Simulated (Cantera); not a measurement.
Feed: 1 mol Si₃H₈, 0.89 mol Cl₂, 260 mol N₂, equilibrated at 0.0100 bar.

Method: chemical equilibrium by Gibbs-energy minimisation in Cantera with the NASA 1993 tables (ideal gas, pure condensed phases). Candidate condensed phases: NH₄Cl, Si, Si₃N₄; 28 gas species. The feed counts by its element totals alone. Rates play no part. All values below are at 1598 K.

Base state: N₂ 0.981, H₂ 0.0125, HCl 0.00527, SiCl₂ 0.000728, H 5.96e-5, Cl 1.98e-5 (mole fractions); condensed: Si₃N₄(s).

**Question.** What changes in the equilibrium state with this change: Cl₂ from 0.89 to 0.13 mol?

**Answer.** 
```json
[
 {"species": "N₂", "before": "0.981", "after": "0.984"},
 {"species": "H₂", "before": "0.0125", "after": "0.0148"},
 {"species": "HCl", "before": "0.00527", "after": "0.000948"},
 {"species": "SiCl₂", "before": "0.000728", "after": "2.00e-5"},
 {"species": "Cl", "before": "1.98e-5", "after": "3.29e-6"},
 {"species": "H", "before": "5.96e-5", "after": "6.47e-5"},
 {"species": "Si₃N₄(s), mol", "before": "0.936", "after": "0.998"}
]
```
